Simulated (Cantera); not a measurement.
Input (Python, Cantera) and output of one run.

```python
import numpy as np
import cantera as ct

gas_names = [...]  # 136 gases of nasa_gas.yaml made of C, H, N, O
cond_names = """
    C(gr) C6H6(L) C7H8(L) C8H18(L),n-octa H2O(s) H2O(L)
""".split()


# ... load() reads the species with a 1 bar reference pressure and builds the phases ...
atoms = {
    'acetone': {'C': 3, 'H': 6, 'O': 1},
    'NH3': {'N': 1, 'H': 3},
    'H2': {'H': 2},
}
top_T = {'C(gr)': 4500}  # K; cautious upper limits of use, not melting points


# ... equilibrate(T, P, feed) seeds the gas with the atoms and calls Mixture.equilibrate('TP', solver="vcs", rtol=1e-11, max_steps=5000) ...
results = []
feed = {'acetone': 1, 'NH3': 2.1, 'H2': 1.6}  # mol
T = 1348.15  # K
P = 88000  # Pa
mix = equilibrate(T, P, feed)
results.append((T, P, feed, dict(zip(mix.species_names, mix.species_moles))))
x = sorted(zip(gas.X, gas.species_names), reverse=True)
print(f"T = {T:g} K  P = {P:g} Pa  gas = {mix.phase_moles(0):.4g} mol")
print("   x: " + "  ".join(f"{s} {v:.3e}" for v, s in x if v > 1e-05))
print("   condensed (mol): " + ("  ".join(f"{mix.phase(i).name} {mix.phase_moles(i):.4g}"
      for i in range(1, mix.n_phases) if mix.phase_moles(i) > 1e-12) or "none"))
```

Result:

```
T = 1348.15 K  P = 88000 Pa  gas = 9.765 mol
   x: H2 7.868e-01  N2 1.075e-01  CO 1.019e-01  CH4 3.176e-03  H2O 4.112e-04  HCN 9.323e-05  CO2 2.722e-05  NH3 2.074e-05
   condensed (mol): C(gr) 1.972
```

Cantera equilibrium calculation (NASA polynomials, part measured and part estimated; ideal gas, pure solids and liquids). The feed counts by its element totals alone.
